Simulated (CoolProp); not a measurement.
Vapour-liquid equilibrium of ethylene (1) + carbon dioxide (2) at 2550 kPa; x and y are mole fractions of (1).

Model: multi-fluid Helmholtz-energy mixture model, Smukala 2000 and Span 1996; pair parameters Bell 2016, in CoolProp.

Problem. Give the bubble temperature and the first vapour's composition at x = 0.425, 0.725, 0.875. Is there an azeotrope?

Solution. x = 0.425: 253.2 K, y = 0.474; x = 0.725: 252.0 K, y = 0.723; x = 0.875: 252.5 K, y = 0.864. y crosses x between x = 0.65 and 0.725: the model has an azeotrope there.

The pair parameters rest on a limited set of measurements; away from them the model extrapolates.
